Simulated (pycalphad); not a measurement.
Computed with pycalphad from the COST 507 light-alloy database (1999), at 1 atm. These are 1990s assessments: newer ones move some temperatures and phases. The system is extrapolated from its subsystems; higher-order compounds may be missing. Phase fractions are per mole of atoms. Diffusion is slow at the low end, where real alloys seldom reach equilibrium.

### Question
Give the equilibrium state of Ti-3.446Mn-8.547Fe-2.478Si (wt.%) at 600 K.

### Answer
hcp, fraction 0.654, with 0.04 Mn, <0.01 Fe, 0.17 Si wt.%; SITI3, fraction 0.161, with no Mn, no Fe, 16.4 Si wt.%; FETI, fraction 0.103, with no Mn, 53.8 Fe, no Si wt.%; LAVES_C14, fraction 0.082, with 38.0 Mn, 28.3 Fe, no Si wt.%.

### Question
Give the equilibrium state of Ti-3.446Mn-8.547Fe-2.478Si (wt.%) at 1600 K.

### Answer
liquid, fraction 0.745, with 3.8 Mn, 9.8 Fe, 3.0 Si wt.%; bcc, fraction 0.255, with 2.3 Mn, 4.9 Fe, 0.89 Si wt.%.

Database names, with the compositions (at.%) that they take in these runs: SITI3: Ti 75 Si 25; FETI: Ti 50 Fe 50; LAVES_C14: Ti 35-42 Mn 28-40 Fe 25-29. An entry "none" or "no" means that the model of the phase leaves that element out.
